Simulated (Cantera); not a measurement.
What does this Cantera script print?

```python
import numpy as np
import cantera as ct

gas = ct.Solution("gri30.yaml")
gas.TPX = 1200, 520000, {'CH2O': 0.029, 'O2': 0.052, 'N2': 1}
reactor = ct.IdealGasConstPressureReactor(gas, energy="off", clone=False)
net = ct.ReactorNet([reactor])
net.rtol, net.atol = 1e-08, 1e-18
show = ['CH2O', 'O2', 'CH2', 'NO', 'H2', 'NO2', 'CH3']
times = np.geomspace(1e-06, 3, 15)

steps = ct.SolutionArray(gas, extra=["t"])
rows = []
print(f"{'t/s':>10s}{'T/K':>9s}{'P/Pa':>11s}" + "".join(f"{s:>11s}" for s in show))
for t in times:
    while net.time < t:
        t_next = net.step()
        steps.append(gas.state, t=t_next)
    rows.append([np.interp(t, steps.t, y) for y in (steps.T, steps.P, *steps(*show).X.T)])
    print(f"{t:10.3e}{rows[-1][0]:9.1f}{rows[-1][1]:11.4g}" + "".join(f"{x:11.3e}" for x in rows[-1][2:]))
rate = np.gradient(steps.T, steps.t)
print("integrator steps:", len(steps.t))
if steps.T.max() > steps.T[0] + 200:
    print(f"time of steepest temperature rise: {steps.t[rate.argmax()]:.4e} s")
gas.TPX = 1200, 520000, {'CH2O': 0.029, 'O2': 0.052, 'N2': 1}
gas.equilibrate("TP")
print(f"equilibrium (TP): T = {gas.T:.1f} K  " + "  ".join(f"{s} {gas[s].X[0]:.3e}" for s in show))
```

Output:

```
       t/s      T/K       P/Pa       CH2O         O2        CH2         NO         H2        NO2        CH3
 1.000e-06   1200.0    5.2e+05  2.683e-02  4.810e-02  3.773e-17  2.962e-20  7.232e-08  7.472e-25  5.921e-16
 2.902e-06   1200.0    5.2e+05  2.683e-02  4.810e-02  1.290e-16  1.403e-19  2.567e-07  3.201e-23  4.552e-15
 8.420e-06   1200.0    5.2e+05  2.682e-02  4.810e-02  6.368e-16  7.665e-19  1.062e-06  1.405e-21  4.243e-14
 2.443e-05   1200.0    5.2e+05  2.679e-02  4.806e-02  6.120e-15  8.846e-18  6.489e-06  1.229e-19  5.579e-13
 7.089e-05   1200.0    5.2e+05  2.634e-02  4.771e-02  2.338e-13  5.770e-16  8.475e-05  8.783e-17  1.525e-11
 2.057e-04   1200.0    5.2e+05  1.598e-02  4.191e-02  8.074e-12  1.118e-13  1.863e-03  1.700e-13  2.091e-10
 5.969e-04   1200.0    5.2e+05  1.247e-09  3.307e-02  8.372e-14  6.368e-09  1.797e-03  3.202e-10  2.971e-11
 1.732e-03   1200.0    5.2e+05  9.467e-11  2.991e-02  8.579e-16  1.231e-08  2.907e-04  1.825e-09  9.310e-13
 5.026e-03   1200.0    5.2e+05  3.444e-11  2.687e-02  3.689e-18  1.789e-08  9.661e-05  3.687e-09  4.846e-15
 1.458e-02   1200.0    5.2e+05  5.360e-12  2.351e-02  3.934e-22  2.562e-08  3.988e-05  8.988e-09  4.090e-19
 4.232e-02   1200.0    5.2e+05  1.468e-13  2.176e-02  2.101e-25  2.541e-08  8.291e-06  2.062e-08  3.998e-22
 1.228e-01   1200.0    5.2e+05  9.077e-16  2.134e-02 -1.354e-22  2.291e-08  1.117e-06  2.726e-08 -3.103e-18
 3.563e-01   1200.0    5.2e+05  4.673e-19  2.128e-02  1.403e-25  4.238e-08  5.101e-08  8.661e-09 -2.775e-21
 1.034e+00   1200.0    5.2e+05  1.206e-23  2.128e-02  6.693e-33  5.074e-08  1.156e-09  5.632e-10  6.050e-30
 3.000e+00   1200.0    5.2e+05  3.700e-24  2.128e-02  3.741e-33  5.081e-08  1.035e-09  6.130e-10  1.254e-30
integrator steps: 1944
equilibrium (TP): T = 1200.0 K  CH2O 3.723e-24  O2 2.124e-02  CH2 4.421e-41  NO 6.776e-05  H2 1.032e-09  NO2 8.277e-07  CH3 3.247e-38
```

Model: GRI-Mech 3.0 (53 species, 325 reactions), integrated in Cantera. The temperature is held fixed by assumption; the heat of reaction is taken as removed at once.
